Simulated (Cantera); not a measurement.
What does this Cantera script print?

```python
import numpy as np
import cantera as ct

gas = ct.Solution("gri30.yaml")
gas.TPX = 700, 170000, {'CH4': 1, 'C2H6': 0.046, 'C3H8': 0.89, 'O2': 5.51, 'N2': 20.7, 'CO2': 0.047}
flame = ct.FreeFlame(gas, width=0.028)
flame.set_refine_criteria(ratio=3, slope=0.08, curve=0.16)
flame.transport_model = "mixture-averaged"
flame.solve(loglevel=0, auto=True)
z, T = flame.grid, flame.T
thick = (T[-1] - T[0]) / np.gradient(T, z).max()
show = ['CH4', 'C2H6', 'C3H8', 'H2', 'CH3', 'CH2O']
print(f"laminar burning velocity  {flame.velocity[0] * 100:.3f} cm/s")
print(f"burnt temperature         {T[-1]:.1f} K")
print(f"thermal thickness         {thick * 1e3:.4f} mm")
print(f"grid points               {len(z)}")
z0 = z[flame.heat_release_rate.argmax()]
print(f"{'z/mm':>9s}{'T/K':>9s}{'u/(m/s)':>9s}" + "".join(f"{s:>11s}" for s in show))
rows = []
for k in (-3, -2, -1.5, -1, -0.5, -0.25, 0, 0.25, 0.5, 1, 2, 4, 8):
    zz = z0 + k * thick
    rows.append([k * thick, np.interp(zz, z, T), np.interp(zz, z, flame.velocity),
                 *(np.interp(zz, z, flame.X[gas.species_index(s)]) for s in show)])
    print(f"{rows[-1][0] * 1e3:9.3f}{rows[-1][1]:9.1f}{rows[-1][2]:9.3f}" + "".join(f"{x:11.3e}" for x in rows[-1][3:]))
```

Output:

```
laminar burning velocity  176.743 cm/s
burnt temperature         2440.7 K
thermal thickness         0.1658 mm
grid points               136
     z/mm      T/K  u/(m/s)        CH4       C2H6       C3H8         H2        CH3       CH2O
   -0.497    700.2    1.771  3.540e-02  1.629e-03  3.152e-02  1.708e-03  6.212e-08  3.401e-07
   -0.332    702.0    1.781  3.523e-02  1.625e-03  3.143e-02  4.850e-03  6.409e-07  5.085e-06
   -0.249    709.2    1.806  3.491e-02  1.627e-03  3.129e-02  8.592e-03  2.910e-06  2.813e-05
   -0.166    759.5    1.953  3.357e-02  1.701e-03  3.062e-02  1.584e-02  2.754e-05  2.263e-04
   -0.083   1105.0    2.929  2.654e-02  2.588e-03  2.137e-02  2.836e-02  8.848e-04  1.460e-03
   -0.041   1503.2    4.106  1.748e-02  1.952e-03  6.411e-03  3.488e-02  3.419e-03  1.859e-03
    0.000   1886.6    5.258  6.112e-03  2.007e-04  1.634e-04  3.607e-02  3.125e-03  8.347e-04
    0.041   2079.3    5.818  9.057e-04  2.212e-06  1.844e-07  3.137e-02  7.612e-04  1.975e-04
    0.083   2138.7    5.971  7.648e-05  9.789e-09  2.914e-11  2.751e-02  8.260e-05  2.528e-05
    0.166   2180.2    6.053  4.152e-07  3.337e-13  2.278e-18  2.619e-02  5.206e-07  1.642e-07
    0.332   2227.7    6.155  1.218e-10  5.434e-19  4.872e-26  2.638e-02  1.726e-10  9.932e-10
    0.663   2284.8    6.289  1.780e-14  2.422e-24  3.334e-34  2.552e-02  7.199e-14  8.987e-10
    1.326   2345.7    6.430  1.346e-14  1.358e-27  3.343e-40  2.419e-02  5.245e-14  8.629e-10
```

Computed with Cantera and GRI-Mech 3.0 (53 species, 325 reactions). GRI-Mech 3.0 was tuned for natural gas; its chemistry of propane as a main component is partial and can be far from experiment. Burning velocities carry a grid error of a few per cent, more on coarse grids.
